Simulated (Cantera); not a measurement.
Input (Python, Cantera):

```python
import numpy as np
import cantera as ct

gas = ct.Solution("gri30.yaml")
gas.TPX = 675, 210000, {'CH4': 1, 'O2': 2.22, 'N2': 10.7}
flame = ct.FreeFlame(gas, width=0.024)
flame.set_refine_criteria(ratio=3, slope=0.08, curve=0.16)
flame.transport_model = "mixture-averaged"
flame.solve(loglevel=0, auto=True)
z, T = flame.grid, flame.T
thick = (T[-1] - T[0]) / np.gradient(T, z).max()
show = ['CH4', 'O2', 'C2H4', 'C2H6', 'H2O', 'C2H2']
print(f"laminar burning velocity  {flame.velocity[0] * 100:.3f} cm/s")
print(f"burnt temperature         {T[-1]:.1f} K")
print(f"thermal thickness         {thick * 1e3:.4f} mm")
print(f"grid points               {len(z)}")
z0 = z[flame.heat_release_rate.argmax()]
print(f"{'z/mm':>9s}{'T/K':>9s}{'u/(m/s)':>9s}" + "".join(f"{s:>11s}" for s in show))
rows = []
for k in (-3, -2, -1.5, -1, -0.5, -0.25, 0, 0.25, 0.5, 1, 2, 4, 8):
    zz = z0 + k * thick
    rows.append([k * thick, np.interp(zz, z, T), np.interp(zz, z, flame.velocity),
                 *(np.interp(zz, z, flame.X[gas.species_index(s)]) for s in show)])
    print(f"{rows[-1][0] * 1e3:9.3f}{rows[-1][1]:9.1f}{rows[-1][2]:9.3f}" + "".join(f"{x:11.3e}" for x in rows[-1][3:]))
```

Output:

```
laminar burning velocity  80.488 cm/s
burnt temperature         2173.7 K
thermal thickness         0.2439 mm
grid points               134
     z/mm      T/K  u/(m/s)        CH4         O2       C2H4       C2H6        H2O       C2H2
   -0.732    675.4    0.806  7.175e-02  1.593e-01  4.604e-08  7.534e-08  9.969e-05  3.594e-09
   -0.488    678.8    0.811  7.139e-02  1.589e-01  6.514e-07  1.222e-06  7.744e-04  4.947e-08
   -0.366    689.9    0.826  7.049e-02  1.579e-01  3.475e-06  7.183e-06  2.661e-03  2.586e-07
   -0.244    747.9    0.898  6.646e-02  1.533e-01  2.573e-05  5.998e-05  1.085e-02  1.865e-06
   -0.122   1047.9    1.270  4.731e-02  1.275e-01  2.159e-04  5.143e-04  4.497e-02  1.610e-05
   -0.061   1378.2    1.680  2.623e-02  9.540e-02  4.220e-04  6.511e-04  7.861e-02  4.248e-05
    0.000   1714.4    2.098  5.874e-03  5.696e-02  2.190e-04  7.301e-05  1.122e-01  6.822e-05
    0.061   1858.6    2.269  3.186e-04  3.573e-02  7.139e-06  1.851e-07  1.259e-01  7.509e-06
    0.122   1912.9    2.325  8.152e-06  2.898e-02  5.518e-08  9.458e-11  1.285e-01  1.240e-07
    0.244   1979.1    2.394  1.760e-08  2.479e-02  2.785e-11  2.325e-15  1.304e-01  1.209e-10
    0.488   2050.1    2.469  2.321e-13  2.176e-02  3.197e-17  1.314e-22  1.340e-01  5.073e-16
    0.976   2108.9    2.532  1.041e-17  1.940e-02  1.119e-23  9.366e-30  1.377e-01  1.660e-21
    1.951   2147.6    2.572  1.522e-18  1.779e-02  2.668e-28 -1.370e-30  1.402e-01  2.603e-23
```

Cantera simulation using GRI-Mech 3.0 (53 species, 325 reactions); the numbers are that mechanism's predictions, not measurements. Burning velocities carry a grid error of a few per cent, more on coarse grids.
